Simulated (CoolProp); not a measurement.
Vapour pressure (bar) of R134a: the reference equation beside estimates from Tc = 374.2 K, pc = 40.59 bar, ω = 0.327.

Computed with CoolProp (reference Helmholtz-energy equation of state, Tillner-Roth 1994).

```tsv
T (K)	reference	van der Waals	Soave-Redlich-Kwong	Peng-Robinson
280.2	3.753	11.38	3.774	3.740
289.7	5.131	13.35	5.175	5.117
299.3	6.885	15.54	6.961	6.872
308.9	9.056	17.96	9.176	9.052
318.4	11.67	20.57	11.85	11.69
328	14.86	23.43	15.10	14.91
337.5	18.62	26.50	18.92	18.70
347.1	23.10	29.84	23.46	23.24
356.7	28.38	33.42	28.76	28.56
```

Absolute difference from the reference over all 9 rows, mean and median: van der Waals 90.1 and 76.3 %, Soave-Redlich-Kwong 1.3 and 1.3 %, Peng-Robinson 0.3 and 0.3 %.
